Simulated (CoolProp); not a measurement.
Vapour-liquid equilibrium of CHF3 (R23) (1) + R22 (2) at 0.0621 MPa; x and y are mole fractions of (1).

The numbers come from the multi-fluid Helmholtz-energy mixture model, Penoncello 2003 and Kamei 1995; pair parameters Bell 2016 in CoolProp.

```json
[
 {"x": "0.05", "bubble temperature (°C)": "-57.8", "y at the bubble point": "0.344", "dew temperature at overall composition x (°C)": "-51.6", "liquid density (mol/L)": "16.97"},
 {"x": "0.125", "bubble temperature (°C)": "-65.5", "y at the bubble point": "0.609", "dew temperature at overall composition x (°C)": "-53.1", "liquid density (mol/L)": "17.41"},
 {"x": "0.2", "bubble temperature (°C)": "-70.9", "y at the bubble point": "0.742", "dew temperature at overall composition x (°C)": "-54.6", "liquid density (mol/L)": "17.78"},
 {"x": "0.275", "bubble temperature (°C)": "-74.8", "y at the bubble point": "0.817", "dew temperature at overall composition x (°C)": "-56.2", "liquid density (mol/L)": "18.12"},
 {"x": "0.35", "bubble temperature (°C)": "-77.8", "y at the bubble point": "0.863", "dew temperature at overall composition x (°C)": "-58.0", "liquid density (mol/L)": "18.44"},
 {"x": "0.425", "bubble temperature (°C)": "-80.1", "y at the bubble point": "0.895", "dew temperature at overall composition x (°C)": "-59.9", "liquid density (mol/L)": "18.74"},
 {"x": "0.5", "bubble temperature (°C)": "-82.0", "y at the bubble point": "0.918", "dew temperature at overall composition x (°C)": "-62.0", "liquid density (mol/L)": "19.03"},
 {"x": "0.575", "bubble temperature (°C)": "-83.6", "y at the bubble point": "0.935", "dew temperature at overall composition x (°C)": "-64.3", "liquid density (mol/L)": "19.33"},
 {"x": "0.65", "bubble temperature (°C)": "-85.0", "y at the bubble point": "0.949", "dew temperature at overall composition x (°C)": "-67.0", "liquid density (mol/L)": "19.62"},
 {"x": "0.725", "bubble temperature (°C)": "-86.2", "y at the bubble point": "0.961", "dew temperature at overall composition x (°C)": "-70.1", "liquid density (mol/L)": "19.92"},
 {"x": "0.8", "bubble temperature (°C)": "-87.3", "y at the bubble point": "0.972", "dew temperature at overall composition x (°C)": "-73.8", "liquid density (mol/L)": "20.22"},
 {"x": "0.875", "bubble temperature (°C)": "-88.3", "y at the bubble point": "0.983", "dew temperature at overall composition x (°C)": "-78.6", "liquid density (mol/L)": "20.53"},
 {"x": "0.95", "bubble temperature (°C)": "-89.4", "y at the bubble point": "0.993", "dew temperature at overall composition x (°C)": "-85.0", "liquid density (mol/L)": "20.86"}
]
```

No azeotrope shows between x = 0.05 and 0.95.

The pair parameters rest on a limited set of measurements; away from them the model extrapolates.
